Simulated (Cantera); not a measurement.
## Ignition delay

Mixture: 29.4 % H2, 14.8 % O2, 55.8 % N2, equivalence ratio 0.99, at 0.360 bar, adiabatic and at constant pressure. Ignition delay is the time to a rise of 400 K.

Detailed kinetics in Cantera: GRI-Mech 3.0 (53 species, 325 reactions). Where the delays flatten at high temperature, the 400 K rule measures the pace of heat release, not the induction time.

```csv
T0 (K),delay (ms)
1000,0.480
1075,0.267
1150,0.175
1225,0.127
1300,0.102
1375,0.0886
1450,0.0824
```
